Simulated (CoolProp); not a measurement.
Oxygen along the isotherm -97.55 °C: Z from the reference equation and from simpler models built on Tc = -118.6 °C, pc = 5046 kPa, ω = 0.022; each cubic takes its own stable root.

Computed with CoolProp (reference Helmholtz-energy equation of state, Schmidt 1985).

```json
[
 {"p (kPa)": "946", "phase": "gas", "reference": "0.9564"},
 {"p (kPa)": "1890", "phase": "gas", "reference": "0.9105"},
 {"p (kPa)": "2840", "phase": "gas", "reference": "0.8614"},
 {"p (kPa)": "3780", "phase": "gas", "reference": "0.8096"},
 {"p (kPa)": "4730", "phase": "gas", "reference": "0.7535"},
 {"p (kPa)": "5680", "phase": "supercritical", "reference": "0.6929"},
 {"p (kPa)": "6620", "phase": "supercritical", "reference": "0.6286"},
 {"p (kPa)": "7570", "phase": "supercritical", "reference": "0.5617"}
]
```

Q: How far does each simpler model (van der Waals, Redlich-Kwong, Soave-Redlich-Kwong) lie from the reference over these 8 states: mean and median of the absolute difference, and the worst?

A: 
- van der Waals: mean 1.7 %, median 0.3 %, worst -6.8 % at -97.55 °C and 7570 kPa
- Redlich-Kwong: mean 0.4 %, median 0.3 %, worst +1.4 % at -97.55 °C and 7570 kPa
- Soave-Redlich-Kwong: mean 0.6 %, median 0.2 %, worst +2.5 % at -97.55 °C and 7570 kPa
